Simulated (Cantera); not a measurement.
Source: NASA polynomial tables (part measured, part estimated), evaluated in Cantera. Values are per mole of reaction as written; species without (g) are pure solids or liquids, kept so even where they would boil at 1 bar. The tables' values for C2F4 are old estimates.

2 C + 4 CF3(g) = 3 C2F4(g), with ΔH° = -94.5 kJ and ΔS° = -171.5 J/K at 300 K.

Question: How far is the shortcut ΔG° ≈ ΔH°(300 K) − T·ΔS°(300 K) from the full temperature-dependent value at 1500, 1650, 1800, 1950, 2100 K?

Answer: 
| T (K) | shortcut (kJ) | full (kJ) | difference (kJ) | difference in log10 K |
|---|---|---|---|---|
| 1500 | 162.8 | 140.4 | 22.4 | -0.78 |
| 1650 | 188.5 | 161.9 | 26.6 | -0.84 |
| 1800 | 214.3 | 183.2 | 31.0 | -0.90 |
| 1950 | 240.0 | 204.4 | 35.6 | -0.95 |
| 2100 | 265.7 | 225.5 | 40.3 | -1.00 |
The shortcut ignores the heat-capacity change of the reaction.
